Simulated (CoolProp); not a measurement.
The fluid at 293.15 K and 1.03 MPa is throttled through a valve to 0.193 MPa with no heat exchange. The same conditions are run with several fluids, on thermodynamics alone (safety and materials aside).

Model: reference Helmholtz-energy equation of state of each fluid (R134a: Tillner-Roth 1994; cyclopentane: Gedanitz 2015; dimethyl ether: Wu 2011; 1,2-dichloroethane: Thol 2015), in CoolProp.

```csv
fluid,temperature change (K),final phase,final density (kg/m³)
R134a,-31.0,"two-phase, vapour fraction 0.204",46.2
cyclopentane,+0.4,liquid,745
dimethyl ether,-28.9,"two-phase, vapour fraction 0.153",27.2
"1,2-dichloroethane",+0.3,liquid,1250
```
